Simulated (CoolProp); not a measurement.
Vapour-liquid equilibrium of R22 (1) + R134a (2) at 0.319 MPa; x and y are mole fractions of (1).

Model: multi-fluid Helmholtz-energy mixture model, Kamei 1995 and Tillner-Roth 1994; pair parameters Bell 2016, in CoolProp.

Problem. Give the bubble temperature and the first vapour's composition at x = 0.05, 0.35, 0.65. Is there an azeotrope?

Solution. x = 0.05: 274.3 K, y = 0.086; x = 0.35: 268.4 K, y = 0.479; x = 0.65: 264.1 K, y = 0.749. No azeotrope shows between x = 0.05 and 0.95.

The pair parameters rest on a limited set of measurements; away from them the model extrapolates.
